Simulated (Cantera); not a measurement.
# Pyrogenic steam for wet oxidation

An isothermal, constant-pressure homogeneous reactor starts with H₂ : O₂ : N₂ = 0.81 : 1 : 1 (molar parts), at 823 K and 100.0 Torr.

Computed with Cantera and GRI-Mech 3.0 (53 species, 325 reactions). Radical loss at walls, strong at low pressure, is not modelled. Below about 950 K walls govern HO2 and H2O2 in real vessels. The temperature is held fixed by assumption; the heat of reaction is taken as removed at once.

```json
[
 {"t (s)": "5.00e-6", "x H₂": "0.288", "x O₂": "0.356", "x NO": "<1e-12", "x OH": "<1e-12", "x H₂O": "<1e-12"},
 {"t (s)": "1.78e-5", "x H₂": "0.288", "x O₂": "0.356", "x NO": "<1e-12", "x OH": "<1e-12", "x H₂O": "<1e-12"},
 {"t (s)": "6.37e-5", "x H₂": "0.288", "x O₂": "0.356", "x NO": "<1e-12", "x OH": "<1e-12", "x H₂O": "<1e-12"},
 {"t (s)": "0.000227", "x H₂": "0.288", "x O₂": "0.356", "x NO": "<1e-12", "x OH": "<1e-12", "x H₂O": "7.07e-12"},
 {"t (s)": "0.000812", "x H₂": "0.288", "x O₂": "0.356", "x NO": "<1e-12", "x OH": "1.63e-12", "x H₂O": "1.71e-10"},
 {"t (s)": "0.00290", "x H₂": "0.288", "x O₂": "0.356", "x NO": "<1e-12", "x OH": "3.13e-10", "x H₂O": "4.78e-8"},
 {"t (s)": "0.0103", "x H₂": "0.153", "x O₂": "0.305", "x NO": "1.07e-8", "x OH": "3.65e-6", "x H₂O": "0.158"},
 {"t (s)": "0.0369", "x H₂": "0.153", "x O₂": "0.305", "x NO": "2.85e-10", "x OH": "6.64e-10", "x H₂O": "0.159"},
 {"t (s)": "0.132", "x H₂": "0.152", "x O₂": "0.305", "x NO": "3.58e-10", "x OH": "5.47e-10", "x H₂O": "0.159"},
 {"t (s)": "0.471", "x H₂": "0.152", "x O₂": "0.305", "x NO": "4.20e-10", "x OH": "6.21e-10", "x H₂O": "0.159"},
 {"t (s)": "1.68", "x H₂": "0.152", "x O₂": "0.305", "x NO": "5.13e-10", "x OH": "9.76e-10", "x H₂O": "0.159"},
 {"t (s)": "6.00", "x H₂": "0.150", "x O₂": "0.304", "x NO": "8.68e-10", "x OH": "3.37e-9", "x H₂O": "0.161"}
]
```
x: mole fraction; the columns are a selection and need not sum to one.

Equilibrium at this temperature and pressure: H₂ <1e-12, O₂ 0.247, NO 2.33e-6, OH 5.47e-9, H₂O 0.337 (gas phase only).
